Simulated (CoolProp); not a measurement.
Vapour pressure (kPa) of n-pentane: the reference equation beside estimates from Tc = 196.5 °C, pc = 3368 kPa, ω = 0.251. Clausius-Clapeyron is anchored at -16.15 °C with a constant enthalpy of vaporisation of 28.59 kJ/mol.

Values from CoolProp's reference Helmholtz-energy equation of state, Thol 2019.

```
T (°C)  reference  Lee-Kesler  Clausius-Clapeyron  van der Waals  Redlich-Kwong  Soave-Redlich-Kwong  Peng-Robinson
------  ---------  ----------  ------------------  -------------  -------------  -------------------  -------------
-56.15        ___      0.7922              0.9423          53.70          2.369               0.8179         0.9118
-36.15      3.492       3.288               3.588          99.51          8.621                3.373          3.626
-16.15      11.10       10.61               11.10            ___          24.42                10.81          11.31
3.85        29.06       28.24                 ___          264.6          57.39                28.52          29.27
23.85       65.49       64.52               67.27          393.4          117.2                  ___          65.51
43.85       131.2       130.6               139.7          558.8          214.7                130.6          130.8
63.85       239.4       240.0                 ___          764.6          361.4                239.9          238.4
83.85       405.4       407.7               470.8           1014          568.7                408.3          404.0
103.85      646.0       650.1               784.8           1311          847.8                653.4          645.1
123.85      979.9       985.0                1243           1657           1209                994.3          981.3
143.85       1428        1433                1883           2055           1663                 1451           1434
163.85       2014        2019                2746           2507           2218                 2044           2027
183.85       2770        2776                3874           3015           2884                 2797           2786
```

Some entries are withheld; supply them.


- -56.15, reference: 0.8522
- -16.15, van der Waals: 168.2
- 3.85, Clausius-Clapeyron: 29.16
- 23.85, Soave-Redlich-Kwong: 64.76
- 63.85, Clausius-Clapeyron: 265.8

Absolute difference from the reference over all 13 rows, mean and median: Lee-Kesler 1.9 and 0.6 %, Clausius-Clapeyron 15.9 and 11.0 %, van der Waals 970.9 and 219.4 %, Redlich-Kwong 66.3 and 51.0 %, Soave-Redlich-Kwong 1.6 and 1.5 %, Peng-Robinson 1.3 and 0.4 %.
